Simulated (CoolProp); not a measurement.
R407C at 410.03 K and 0.391 MPa is throttled through a valve to 0.199 MPa with no heat exchange. Each further row changes one setting.

Values from CoolProp's reference Helmholtz-energy equation of state, Lemmon 2003. It is a pseudo-pure fit of the blend.

```
case                        temperature change (K)  final density (kg/m³)
--------------------------  ----------------------  ---------------------
as stated                                        ?                   5.10
outlet pressure 0.0597 MPa                       ?                      ?
outlet pressure 0.259 MPa                        ?                      ?
```

Task: Complete the blanks.

Result: 
- as stated, temperature change (K): -1.4
- outlet pressure 0.0597 MPa, temperature change (K): -2.4
- outlet pressure 0.0597 MPa, final density (kg/m³): 1.52
- outlet pressure 0.259 MPa, temperature change (K): -1.0
- outlet pressure 0.259 MPa, final density (kg/m³): 6.65
